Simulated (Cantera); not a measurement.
A perfectly stirred reactor is fed with 3.57 % C₂H₆, 96.4 % N₂, at 0.00750 bar; it is held at 1825 K, and followed from long to short residence time.

Computed with Cantera and GRI-Mech 3.0 (53 species, 325 reactions). GRI-Mech 3.0 stops at C3 and has no aromatics, soot or wall deposition, so with more carbon than oxygen in the feed, carbon stays in small species such as C2H2 where larger ones or solid carbon would form. Radical loss at walls, strong at low pressure, is not modelled.

One state of this run: x C₂H₆ = 0.000659; x HCN = 5.47e-5; x H₂ = 0.0474; x CH₂ = 5.02e-5; x H = 0.00139; x CH₄ = 0.00704; x C₂H = 6.94e-6. x: mole fraction; the columns are a selection and need not sum to one.

**Question.** Which value of τ (s) does it belong to?
A. 0.00010
B. 0.0059
C. 0.016
D. 0.00028

**Answer.** C, 0.016
